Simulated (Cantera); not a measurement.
Feed: 1 mol V, 0.11 mol H₂O, 33 mol N₂, 1.4 mol NH₃, equilibrated at 1050 K and 1.10 Pa.

These are equilibrium values from Cantera (NASA tables, ideal gas, pure condensed phases), not measurements of a reactor. Candidate condensed phases: H₂O, V, VN, VO, V₂O₃, V₂O₄, V₂O₅; 28 gas species. Mutual solubility and eutectic melting of coexisting phases are not modelled. VN: taken at fixed stoichiometry. Condensed phases not in the tables: the oxides between V₂O₃ and V₂O₅ other than VO₂, V₂N. Kinetics and transport are ignored.

Base state: N₂ 0.938, H₂ 0.0623, H₂O 1.11e-5 (mole fractions); condensed: VN(s) + V₂O₃(s).

Q: What changes in the equilibrium state with this change: NH₃ from 1.4 to 0.64 mol?

A: 
```tsv
species	before	after
N₂	0.938	0.968
H₂	0.0623	0.0315
H₂O	1.11e-5	5.68e-6
VN(s), mol	0.927	0.927
V₂O₃(s), mol	0.0365	0.0366
```
